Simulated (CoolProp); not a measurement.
Isobutene along the isobar 2.44 MPa: Z from the reference equation and from simpler models built on Tc = 144.9 °C, pc = 4.016 MPa, ω = 0.193; each cubic takes its own stable root.

Model: reference Helmholtz-energy equation of state, Lemmon 2005, in CoolProp. It is a short technical equation, of lower accuracy than the large ones.

| T (°C) | phase | reference |
|---|---|---|
| 15.75 | liquid | 0.09445 |
| 22.35 | liquid | 0.09356 |
| 28.95 | liquid | 0.09278 |
| 35.65 | liquid | 0.09208 |
| 42.25 | liquid | 0.09150 |
| 48.95 | liquid | 0.09103 |
| 55.55 | liquid | 0.09068 |
| 62.25 | liquid | 0.09045 |
| 68.85 | liquid | 0.09036 |
| 75.55 | liquid | 0.09043 |
| 82.15 | liquid | 0.09068 |
| 88.75 | liquid | 0.09114 |
| 95.45 | liquid | 0.09190 |
| 102.05 | liquid | 0.09300 |

**Question.** How far does each simpler model (van der Waals, Redlich-Kwong, Soave-Redlich-Kwong, Peng-Robinson) lie from the reference over these 14 states: mean and median of the absolute difference, and the worst?

**Answer.** 
- van der Waals: mean 100.0 %, median 59.6 %, worst +619.5 % at 102.05 °C and 2.44 MPa
- Redlich-Kwong: mean 13.6 %, median 12.9 %, worst +19.7 % at 102.05 °C and 2.44 MPa
- Soave-Redlich-Kwong: mean 9.9 %, median 9.3 %, worst +14.8 % at 102.05 °C and 2.44 MPa
- Peng-Robinson: mean 3.1 %, median 3.5 %, worst -5.0 % at 15.75 °C and 2.44 MPa

At some of these states van der Waals gives the other phase, because its saturation line lies elsewhere.
